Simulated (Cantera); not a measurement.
Feed: 1 mol Al, 18 mol O2, 270 mol H2, 0.68 mol N2O, held at 1923 K and 0.0650 bar.

Equilibrium computed with Cantera from the NASA thermochemical tables; the gas is ideal and each condensed phase is pure. Candidate condensed phases: Al, AlN, Al2O3, H2O; 35 gas species. Kinetics and transport are ignored.

Base state: H2 0.864, H2O 0.130, H 0.00344, N2 0.00251, OH 4.44e-5 (mole fractions); condensed: Al2O3(s).

Question: What changes in the equilibrium state with this change: temperature from 1923 K to 1973.15 K?

Answer: 
```tsv
species	before	after
H2	0.864	0.863
H2O	0.130	0.130
H	0.00344	0.00492
OH	4.44e-5	7.02e-5
N2	0.00251	0.00251
Al2O3(s), mol	0.500	0.500
```

Question: What changes in the equilibrium state with this change: temperature from 1923 K to 1000 K?

Answer: 
```tsv
species	before	after
H2	0.864	0.868
H2O	0.130	0.130
N2	0.00251	0.00251
H	0.00344	8.29e-9
OH	4.44e-5	<1e-9
Al2O3(s), mol	0.500	0.500
```
